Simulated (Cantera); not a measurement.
**Gas activation for diamond growth**

An isothermal, constant-pressure homogeneous reactor starts with 7.75 % CH4, 90.1 % H2, 2.16 % H, at 1650 K and 0.0870 bar.

Cantera simulation using GRI-Mech 3.0 (53 species, 325 reactions); the numbers are that mechanism's predictions, not measurements. GRI-Mech 3.0 stops at C3 and has no aromatics, soot or wall deposition, so with more carbon than oxygen in the feed, carbon stays in small species such as C2H2 where larger ones or solid carbon would form.

```tsv
t (s)	x CH4	x H2	x H	x C2H2	x CH2	x C2H6
4.00e-6	0.0685	0.910	0.0123	9.25e-7	1.70e-5	3.74e-5
1.50e-5	0.0653	0.915	0.00808	1.79e-5	2.21e-5	0.000279
5.60e-5	0.0664	0.918	0.00571	0.000186	1.50e-5	0.000431
0.000209	0.0684	0.922	0.00284	0.000947	5.82e-6	0.000243
0.000783	0.0689	0.925	0.00104	0.00229	1.20e-6	8.60e-5
0.00293	0.0684	0.926	0.000392	0.00359	2.08e-7	2.45e-5
0.0110	0.0673	0.927	0.000250	0.00464	8.82e-8	1.19e-5
0.0410	0.0639	0.929	0.000249	0.00628	8.28e-8	1.06e-5
0.153	0.0537	0.934	0.000255	0.0111	7.33e-8	7.69e-6
0.573	0.0328	0.946	0.000272	0.0208	5.08e-8	3.09e-6
2.14	0.0127	0.957	0.000292	0.0302	2.31e-8	5.26e-7
8.02	0.00436	0.961	0.000302	0.0341	8.56e-9	8.57e-8
30.0	0.00299	0.962	0.000304	0.0347	5.97e-9	5.39e-8
```
x: mole fraction; the columns are a selection and need not sum to one.

Equilibrium at this temperature and pressure: CH4 0.00298, H2 0.962, H 0.000304, C2H2 0.0347, CH2 5.95e-9, C2H6 5.36e-8 (gas phase only).
